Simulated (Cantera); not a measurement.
Input: 1 mol Si, 4.3 mol CO2, 1.4 mol H2, equilibrated at 925 K and 1.00 bar.

Method: chemical equilibrium by Gibbs-energy minimisation in Cantera with the NASA 1993 tables (ideal gas, pure condensed phases). Candidate condensed phases: C, C6H6, C7H8, C8H18, H2O, Si, SiC, SiO2; 123 gas species. Kinetics and transport are ignored.

Base state: CO2 0.388, CO 0.359, H2 0.161, H2O 0.0860, CH4 0.00589 (mole fractions); condensed: C(graphite) + SiO2(β-quartz).

Task: What changes in the equilibrium state with this change: H2 from 1.4 to 26 mol?

Result: 
| species | before | after |
|---|---|---|
| H2 | 0.161 | 0.712 |
| H2O | 0.0860 | 0.127 |
| CO | 0.359 | 0.0693 |
| CO2 | 0.388 | 0.0251 |
| CH4 | 0.00589 | 0.0663 |
| C(graphite), mol | 0.230 | 0 |
| SiO2(β-quartz), mol | 1.00 | 1.00 |

Task: What changes in the equilibrium state with this change: Si replaced by SiC?

Result: 
| species | before | after |
|---|---|---|
| CO2 | 0.388 | 0.388 |
| CO | 0.359 | 0.359 |
| H2 | 0.161 | 0.161 |
| CH4 | 0.00589 | 0.00589 |
| H2O | 0.0860 | 0.0860 |
| C(graphite), mol | 0.230 | 1.23 |
| SiO2(β-quartz), mol | 1.00 | 1.00 |

Task: What changes in the equilibrium state with this change: Si replaced by Si3N4?

Result: 
```
species               before    after
-------------------  -------  -------
N2                         0    0.399
CO                     0.359    0.205
H2                     0.161    0.200
CO2                    0.388    0.126
H2O                   0.0860   0.0609
NH3                        0  5.62e-5
CH4                  0.00589  0.00907
C(graphite), mol       0.230     2.59
SiO2(β-quartz), mol     1.00     3.00
```
Further candidate phases: Si2N2O, Si3N4.
